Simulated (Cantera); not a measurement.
Stirred combustor or abatement burner

A perfectly stirred reactor is fed with 3.71 % CH4, 0.289 % C2H6, 1.30 % C3H8, 19.1 % O2, 71.9 % N2, 3.71 % CO2, equivalence ratio 0.78, at 0.582 atm; it is adiabatic with a 823 K inlet, and is followed from long to short residence time, starting on the burning branch (τ in s: 0.076, 0.036, 0.017, 0.0081, 0.0038, 0.0018, 0.00086, 0.00041, 0.00019, 9.1e-05).

Cantera simulation using GRI-Mech 3.0 (53 species, 325 reactions); the numbers are that mechanism's predictions, not measurements. GRI-Mech 3.0 was tuned for natural gas; its chemistry of propane as a main component is partial and can be far from experiment.

```
τ (s)    T (K)     x CH4   x C2H6   x C3H8      x NO     x H2    x HCO
-------  -----  --------  -------  -------  --------  -------  -------
0.076     2238   1.76e-6  2.00e-8  1.01e-7   0.00176  0.00160  3.90e-8
0.036     2224   3.28e-6  4.09e-8  1.99e-7   0.00106  0.00190  8.31e-8
0.017     2198   5.87e-6  8.25e-8  3.84e-7  0.000607  0.00241  1.78e-7
0.0081    2161   1.02e-5  1.62e-7  7.12e-7  0.000334  0.00315  3.79e-7
0.0038    2113   1.81e-5  3.17e-7  1.32e-6  0.000176  0.00411  8.13e-7
0.0018    2059   3.27e-5  6.13e-7  2.43e-6   9.45e-5  0.00518  1.70e-6
0.00086   2002   6.16e-5  1.19e-6  4.58e-6   5.41e-5  0.00626  3.51e-6
0.00041   1944  0.000123  2.43e-6  9.07e-6   3.29e-5  0.00726  7.22e-6
0.00019   1885  0.000276  5.49e-6  2.02e-5   2.00e-5  0.00821  1.54e-5
9.1e-5    1817  0.000723  1.44e-5  5.27e-5   1.17e-5  0.00941  3.30e-5
```
x: mole fraction; the columns are a selection and need not sum to one.
